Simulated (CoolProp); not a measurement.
Computed with CoolProp (reference Helmholtz-energy equation of state, Gao 2016).

Task: For sulfur dioxide, give the phase and the cv (kJ/(kg K)), speed of sound (m/s) at 478.7 K and 1.62 bar; 478.7 K and 2.38 bar.

Result: 
- 478.7 K and 1.62 bar: gas; cv 0.589, speed of sound 275
- 478.7 K and 2.38 bar: gas; cv 0.590, speed of sound 274
